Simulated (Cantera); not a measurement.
A jet of CH₄ : O₂ : N₂ = 0.01 : 0.087 : 0.79 (molar parts), equivalence ratio 0.23 at 300 K and 210 Torr hits a platinum plate 8 cm away at a mass flux of 0.021 kg/m²/s; the plate temperature is set and raised in steps from an oxygen-covered start.

Model: Deutschmann's 1995 Pt surface mechanism with GRI-Mech 3.0 gas chemistry, integrated in Cantera. Catalytic surfaces can have several steady states; this one follows from the mechanism file's or the stated starting coverage.

x: mole fraction at the wall; θ: surface coverage.

```
plate T (K)  wall x CH₄  wall x O₂  wall x H₂O  wall x OH  wall x CO  wall x CO₂  θ free Pt   θ O*     θ OH*
-----------  ----------  ---------  ----------  ---------  ---------  ----------  ---------  -----  --------
900             0.00381     0.0823      0.0139    1.65e-8    1.30e-6     0.00907      0.159  0.839   0.00151
950                   ?     0.0791           ?          ?          ?           ?          ?  0.780   0.00153
1000            0.00144     0.0773      0.0182    1.23e-7    8.98e-7      0.0119      0.281  0.717   0.00145
1050           0.000868     0.0763      0.0191    3.01e-7    1.34e-6      0.0124      0.345  0.654   0.00133
1100                  ?     0.0756      0.0198          ?          ?      0.0128          ?      ?         ?
1150           0.000284     0.0750      0.0203    1.26e-6    2.09e-6      0.0131      0.470  0.528   0.00107
1200           0.000114     0.0746      0.0208    2.34e-6    2.27e-6      0.0133      0.530  0.469  0.000950
```

**Question.** What belongs in the gaps?

**Answer.** 
- 950, wall x CH₄: 0.00228
- 950, wall x H₂O: 0.0167
- 950, wall x OH: 4.78e-8
- 950, wall x CO: 1.06e-6
- 950, wall x CO₂: 0.0109
- 950, θ free Pt: 0.219
- 1100, wall x CH₄: 0.000525
- 1100, wall x OH: 6.38e-7
- 1100, wall x CO: 1.70e-6
- 1100, θ free Pt: 0.408
- 1100, θ O*: 0.590
- 1100, θ OH*: 0.00120
